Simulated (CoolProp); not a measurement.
Vapour-liquid equilibrium of carbon dioxide (1) + R123 (2) at 271.4 K; x and y are mole fractions of (1).

Computed with CoolProp (multi-fluid Helmholtz-energy mixture model, Span 1996 and Younglove 1994; pair parameters Bell 2016).

Give the bubble pressure and the first vapour's composition at x = 0.35, 0.65, 0.85. Is there an azeotrope?

x = 0.35: 8.455 bar, y = 0.969; x = 0.65: 18.01 bar, y = 0.990; x = 0.85: 26.26 bar, y = 0.996. No azeotrope shows between x = 0.05 and 0.95.

Pair parameters are fitted to limited data, so mixtures are less certain than the pure fluids.
